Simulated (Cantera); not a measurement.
## Gas-phase reforming

An isothermal, constant-pressure homogeneous reactor starts with CH4 : H2O : H2 = 1 : 0.42 : 1.4 (molar parts), at 2200 K and 3750 Torr.

Model: GRI-Mech 3.0 (53 species, 325 reactions), integrated in Cantera. GRI-Mech 3.0 stops at C3 and has no aromatics, soot or wall deposition, so with more carbon than oxygen in the feed, carbon stays in small species such as C2H2 where larger ones or solid carbon would form.

```tsv
t (s)	x CH4	x H2O	x H2	x C2H6	x OH
5.00e-6	0.252	0.139	0.560	0.00125	5.61e-5
3.34e-5	0.0974	0.117	0.684	0.000184	4.66e-5
0.000224	0.0233	0.0931	0.752	1.10e-5	3.77e-5
0.00150	0.0111	0.0421	0.795	2.60e-6	1.68e-5
0.0100	0.00529	0.00145	0.826	7.02e-7	5.61e-7
0.0669	0.00497	4.14e-6	0.827	6.40e-7	1.61e-9
0.447	0.00497	4.14e-6	0.827	6.40e-7	1.61e-9
2.99	0.00497	4.14e-6	0.827	6.40e-7	1.61e-9
20.0	0.00497	4.14e-6	0.827	6.40e-7	1.61e-9
```
x: mole fraction; the columns are a selection and need not sum to one.

Equilibrium at this temperature and pressure: CH4 0.00497, H2O 4.17e-6, H2 0.827, C2H6 6.40e-7, OH 1.62e-9 (gas phase only).
